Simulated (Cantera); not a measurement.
A freely propagating, adiabatic, planar premixed flame of H₂ : O₂ : N₂ = 1 : 0.294 : 1.11 (molar parts), equivalence ratio 1.7, unburnt at 698 K and 850000 Pa; mixture-averaged transport, grid criteria slope 0.08 and curve 0.16, no radiation.

Model: the H2/O2 subset of GRI-Mech 3.0, which has no nitrogen chemistry, integrated in Cantera. The hydrogen kinetics of GRI-Mech 3.0 are dated; newer H2 mechanisms differ, most at raised pressure. Burning velocities carry a grid error of a few per cent, more on coarse grids.

Problem. How do the results move with these cheaper or finer settings: unity-Lewis-number transport; multicomponent transport; multicomponent+Soret transport; grid criteria slope 0.5, curve 1; grid criteria slope 0.25, curve 0.5; grid criteria slope 0.03, curve 0.06?

Solution. 
```tsv
setting	laminar burning velocity	thermal thickness	peak x(OH)	peak x(H₂O₂)	grid points
as above	1190 cm/s	0.0308 mm	0.00871	5.80e-5	109
unity-Lewis-number transport	762 cm/s	0.0283 mm	0.00869	4.03e-5	105
multicomponent transport	1170 cm/s	0.0309 mm	0.00867	5.75e-5	109
multicomponent+Soret transport	1130 cm/s	0.0302 mm	0.00875	6.18e-5	110
grid criteria slope 0.5, curve 1	1320 cm/s	0.0408 mm	0.00950	4.51e-5	38
grid criteria slope 0.25, curve 0.5	1240 cm/s	0.0342 mm	0.00898	5.47e-5	49
grid criteria slope 0.03, curve 0.06	1180 cm/s	0.0299 mm	0.00856	5.91e-5	244
```
Unity Lewis numbers drop preferential diffusion, which matters most where H2 and H carry the flame; Soret adds thermal diffusion.
